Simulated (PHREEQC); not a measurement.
## Arsenic or selenium liquor

Solution (25 °C): 3.4e-06 mol H2SeO3, 7.1e-05 mol HCl and 4.5e-06 mol FeCl3 per kg of water. It is in equilibrium with CO2 at log p = -3.4 (atm). Otherwise closed; pH follows from the charge balance.

Computed with PHREEQC (ion-association model, wateq4f.dat).

This is a speciation only: nothing precipitates in the calculation.

Estimate the pH, ionic strength.

pH 4.09; ionic strength 8.88e-5 mol/kgw.

In which forms is Se present?

HSeO3- 96 %, H2SeO3 4.3 % of the Se.

The solution is supersaturated, for example in Hematite (slow to form), Goethite (slow to form), so a real one may precipitate; this is no full list.
